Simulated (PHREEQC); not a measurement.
Dissolve 2.3 mmol/kgw KOH, 0.026 mmol/kgw CO2 and 27 mmol/kgw (CH3)4NCl at 25 °C. Closed to the air; pH follows from the charge balance.

Model: ion-association model, phreeqc.dat, run in PHREEQC.

The pH is 11.27 and the ionic strength is 0.0293 mol/kgw. The total alkalinity is 2.30 meq/kg.

```tsv
species	molality	activity	log γ
Cl-	0.0270	0.0229	-0.072
(CH3)4N+	0.0270	0.0229	-0.071
K+	0.00230	0.00195	-0.073
OH-	0.00225	0.00190	-0.073
CO3-2	2.43e-5	1.31e-5	-0.268
HCO3-	1.73e-6	1.48e-6	-0.067
```

No solid was allowed to form. Complexes and solids missing from the database can't appear. (CH3)4N+ isn't in the database: it is added as a free cation with an ion size of 4 Å.
